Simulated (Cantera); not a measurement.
Input: 1 mol MgCO3, 0.09 mol H2O, 0.82 mol CO2, at 1.00 bar.

Method: chemical equilibrium by Gibbs-energy minimisation in Cantera with the NASA 1993 tables (ideal gas, pure condensed phases). Candidate condensed phases: C, C6H6, C7H8, C8H18, H2O, Mg, MgCO3, MgO, Mg(OH)2; 116 gas species. Kinetics and transport are ignored.

log p: log10 of the partial pressure in bar; n: condensed amount in mol.

```tsv
T (K)	log p CO2	log p H2O	log p CO	log p O2	n MgO(s)
875	-0.02	-1.33	-8.15	-8.40	1.00
975	-0.02	-1.33	-6.99	-7.26	1.00
1075	-0.02	-1.33	-6.04	-6.33	1.00
1175	-0.02	-1.33	-5.26	-5.55	1.00
1275	-0.02	-1.33	-4.61	-4.90	1.00
1375	-0.02	-1.33	-4.05	-4.34	1.00
1475	-0.02	-1.33	-3.57	-3.86	1.00
1575	-0.02	-1.33	-3.14	-3.44	1.00
1675	-0.02	-1.33	(withheld)	(withheld)	1.00
1775	-0.02	-1.33	(withheld)	(withheld)	1.00
1875	-0.03	-1.33	-2.16	-2.46	1.000
1975	-0.03	-1.33	-1.90	-2.20	1.000
```

Problem. Fill in the missing entries.

Solution. 
- 1675, log p CO: -2.78
- 1675, log p O2: -3.08
- 1775, log p CO: -2.45
- 1775, log p O2: -2.75
